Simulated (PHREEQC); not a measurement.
Consider water at 25 °C with 0.027 mol/kgw H2S. Closed to the air; pH follows from the charge balance.

The numbers come from PHREEQC with the ion-association model, phreeqc.dat.

Precipitation was switched off in this run.

Predict the pH, ionic strength.

pH 4.26; ionic strength 5.60e-5 mol/kgw.
